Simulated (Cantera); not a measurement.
A freely propagating, adiabatic, planar premixed flame of H₂ : O₂ : N₂ = 1 : 0.98 : 3.69 (molar parts), equivalence ratio 0.51, unburnt at 350 K and 55000 Pa; mixture-averaged transport, grid criteria slope 0.08 and curve 0.16, no radiation.

Model: the H2/O2 subset of GRI-Mech 3.0, which has no nitrogen chemistry, integrated in Cantera. Burning velocities carry a grid error of a few per cent, more on coarse grids. Lean hydrogen flames are cellular in practice and burn faster than this planar one.

Task: How do the results move with these cheaper or finer settings: unity-Lewis-number transport; multicomponent transport; multicomponent+Soret transport; grid criteria slope 0.5, curve 1; grid criteria slope 0.25, curve 0.5; grid criteria slope 0.03, curve 0.06?

Result: 
```
setting                               laminar burning velocity  thermal thickness  peak x(OH)  peak x(H)  grid points
------------------------------------  ------------------------  -----------------  ----------  ---------  -----------
as above                                             79.5 cm/s           0.815 mm     0.00512    0.00692          108
unity-Lewis-number transport                         97.3 cm/s           0.581 mm     0.00657     0.0160          114
multicomponent transport                             79.5 cm/s           0.800 mm     0.00514    0.00696          108
multicomponent+Soret transport                       70.2 cm/s           0.821 mm     0.00483    0.00609          108
grid criteria slope 0.5, curve 1                     87.9 cm/s           0.870 mm     0.00497    0.00731           39
grid criteria slope 0.25, curve 0.5                  82.9 cm/s           0.845 mm     0.00499    0.00713           47
grid criteria slope 0.03, curve 0.06                 80.8 cm/s           0.798 mm     0.00530    0.00719          260
```
Unity Lewis numbers drop preferential diffusion, which matters most where H2 and H carry the flame; Soret adds thermal diffusion.
